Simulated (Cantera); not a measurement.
Cantera run, input and output.

```python
import numpy as np
import cantera as ct

gas = ct.Solution("gri30.yaml")
gas.TPX = 1325, 46000, {'CH4': 1, 'O2': 2.11, 'N2': 7.92}
reactor = ct.IdealGasConstPressureReactor(gas, energy="on", clone=False)
net = ct.ReactorNet([reactor])
net.rtol, net.atol = 1e-08, 1e-16
show = ['CH4', 'O2', 'CO2', 'OH', 'NO', 'CH2O']
times = np.geomspace(2e-06, 4, 10)

steps = ct.SolutionArray(gas, extra=["t"])
rows = []
print(f"{'t/s':>10s}{'T/K':>9s}{'P/Pa':>11s}" + "".join(f"{s:>11s}" for s in show))
for t in times:
    while net.time < t:
        t_next = net.step()
        steps.append(gas.state, t=t_next)
    rows.append([np.interp(t, steps.t, y) for y in (steps.T, steps.P, *steps(*show).X.T)])
    print(f"{t:10.3e}{rows[-1][0]:9.1f}{rows[-1][1]:11.4g}" + "".join(f"{x:11.3e}" for x in rows[-1][2:]))
rate = np.gradient(steps.T, steps.t)
print("integrator steps:", len(steps.t))
if steps.T.max() > steps.T[0] + 200:
    print(f"time of steepest temperature rise: {steps.t[rate.argmax()]:.4e} s")
gas.TPX = 1325, 46000, {'CH4': 1, 'O2': 2.11, 'N2': 7.92}
gas.equilibrate("HP")
print(f"equilibrium (HP): T = {gas.T:.1f} K  " + "  ".join(f"{s} {gas[s].X[0]:.3e}" for s in show))
```

Output:

```
       t/s      T/K       P/Pa        CH4         O2        CO2         OH         NO       CH2O
 2.000e-06   1325.0    4.6e+04  9.066e-02  1.913e-01  5.023e-18  5.948e-11  6.478e-21  6.802e-12
 1.003e-05   1325.0    4.6e+04  9.066e-02  1.913e-01  6.662e-16  1.808e-10  1.895e-19  1.919e-10
 5.026e-05   1325.0    4.6e+04  9.066e-02  1.913e-01  4.440e-14  4.203e-10  1.773e-18  5.220e-09
 2.520e-04   1325.0    4.6e+04  9.066e-02  1.913e-01  6.624e-12  2.379e-09  2.375e-17  1.608e-07
 1.263e-03   1325.0    4.6e+04  9.064e-02  1.913e-01  2.988e-09  2.217e-08  9.067e-16  8.574e-06
 6.333e-03   1328.0    4.6e+04  8.991e-02  1.908e-01  7.914e-07  1.655e-07  4.519e-14  3.263e-04
 3.175e-02   2605.8    4.6e+04  2.245e-16  2.380e-02  5.443e-02  1.711e-02  7.986e-03  8.477e-11
 1.592e-01   2604.9    4.6e+04  2.264e-16  2.355e-02  5.441e-02  1.703e-02  8.617e-03  8.497e-11
 7.979e-01   2604.9    4.6e+04  2.264e-16  2.355e-02  5.441e-02  1.703e-02  8.617e-03  8.497e-11
 4.000e+00   2604.9    4.6e+04  2.264e-16  2.355e-02  5.441e-02  1.703e-02  8.617e-03  8.497e-11
integrator steps: 2112
time of steepest temperature rise: 1.4901e-02 s
equilibrium (HP): T = 2604.9 K  CH4 3.039e-16  O2 2.355e-02  CO2 5.441e-02  OH 1.703e-02  NO 8.617e-03  CH2O 8.497e-11
```

Cantera simulation using GRI-Mech 3.0 (53 species, 325 reactions); the numbers are that mechanism's predictions, not measurements.
